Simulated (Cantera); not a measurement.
Input (Python, Cantera) and output of one run.

```python
import numpy as np
import cantera as ct

gas_names = """
    F SF6
""".split()
cond_names = """
    PbS(s) PbS(L) Pb(cr) Pb(L)
""".split()


def load(file, names, dense=False):
    # The tables refer to 1 bar. Condensed volumes are neglected.
    table = {s.name: s for s in ct.Species.list_from_file(file)}
    out = []
    for n in names:
        d = dict(table[n].input_data)
        d["thermo"] = dict(d["thermo"], **{"reference-pressure": 1e5})
        if dense:
            d["equation-of-state"] = {"model": "constant-volume", "density": "1e6 g/cm^3"}
        out.append(ct.Species.from_dict(d))
    return out


species = {s.name: s for s in load("nasa_gas.yaml", gas_names) + load("nasa_condensed.yaml", cond_names)}
# Each term lists the table entries of one substance; the one whose range holds T is used.
reactions = {
    '6 F(g) + PbS = SF6(g) + Pb':
        [(-6, ['F']), (-1, ['PbS(s)', 'PbS(L)']), (1, ['SF6']), (1, ['Pb(cr)', 'Pb(L)'])],
}


def pick(names, T):
    return next(species[n] for n in names if species[n].thermo.min_temp <= T <= species[n].thermo.max_temp)


results = []
for label, terms in reactions.items():
    print(label)
    print("     T/K   dH/kJ  dS/(J/K)   dG/kJ   log10 K")
    for T in [1575, 1650, 1725, 1800, 1875]:
        used = [(nu, pick(names, T)) for nu, names in terms]
        dH = sum(nu * s.thermo.h(T) for nu, s in used) / 1e6
        dS = sum(nu * s.thermo.s(T) for nu, s in used) / 1e3
        dG = dH - T * dS / 1e3
        logK = -dG * 1e6 / (ct.gas_constant * T * np.log(10))
        results.append((label, T, dH, dS, dG, logK, [s.name for _, s in used]))
        print(f"{T:8g} {dH:8.1f} {dS:8.1f} {dG:8.1f} {logK:8.2f}")
```

Result:

```
6 F(g) + PbS = SF6(g) + Pb
     T/K   dH/kJ  dS/(J/K)   dG/kJ   log10 K
    1575  -1630.8   -727.7   -484.7    16.08
    1650  -1631.5   -728.1   -430.1    13.62
    1725  -1632.2   -728.5   -375.5    11.37
    1800  -1632.9   -728.9   -320.8     9.31
    1875  -1633.6   -729.3   -266.2     7.41
```

Standard-state values (1 bar) from the NASA 1993 polynomials, evaluated with Cantera. Condensed species are held in their standard states even where they would react or evaporate.
